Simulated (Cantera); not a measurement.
# Equilibrium for boron, boron nitride and boron oxide: B₂O₃ + H₂O

A closed system holds: 1 mol B₂O₃, 0.42 mol H₂O, held at 13.3 mbar.

Method: chemical equilibrium by Gibbs-energy minimisation in Cantera with the NASA 1993 tables (ideal gas, pure condensed phases). Candidate condensed phases: B, B₂O₃, B₃O₃H₃, H₂O; 23 gas species. Gases not in the tables: H₃BO₃. Kinetics and transport are ignored.

| T (K) | x H₂O | x HBO₂ | x B₂O₃ | x BO₂ | x H₂ | x BO | x H | n B₂O₃(l) |
|---|---|---|---|---|---|---|---|---|
| 973 | 0.996 | 0.000127 | 6.65e-11 | 3.67e-12 | 6.05e-7 | <1e-12 | 7.28e-12 | 0.998 |
| 1123 | 0.996 | 0.00222 | 4.64e-8 | 1.78e-9 | 9.33e-6 | <1e-12 | 1.13e-9 | 0.998 |
| 1273 | 0.980 | 0.0189 | 6.51e-6 | 1.96e-7 | 7.55e-5 | 4.07e-12 | 5.37e-8 | 0.995 |
| 1423 | 0.902 | 0.0969 | 0.000308 | 7.72e-6 | 0.000379 | 1.16e-9 | 1.12e-6 | 0.978 |
| 1573 | 0.672 | 0.318 | 0.00673 | 0.000142 | 0.00123 | 1.16e-7 | 1.23e-5 | 0.916 |
| 1723 | 0.290 | 0.621 | 0.0838 | 0.00135 | 0.00236 | 5.81e-6 | 7.68e-5 | 0.725 |
| 1873 | 0.0452 | 0.493 | 0.453 | 0.00493 | 0.00276 | 0.000183 | 0.000294 | 0 |
| 2023 | 0.0517 | 0.468 | 0.458 | 0.0121 | 0.00638 | 0.00101 | 0.00131 | 0 |
| 2173 | 0.0556 | 0.434 | 0.456 | 0.0263 | 0.0124 | 0.00436 | 0.00466 | 0 |
| 2323 | 0.0557 | 0.389 | 0.441 | 0.0511 | 0.0206 | 0.0152 | 0.0135 | 0 |
x: gas mole fraction; n: condensed amount in mol.

From 973 K to 1723 K the condensed part is B₂O₃(l). From 1873 K to 2323 K nothing is condensed.
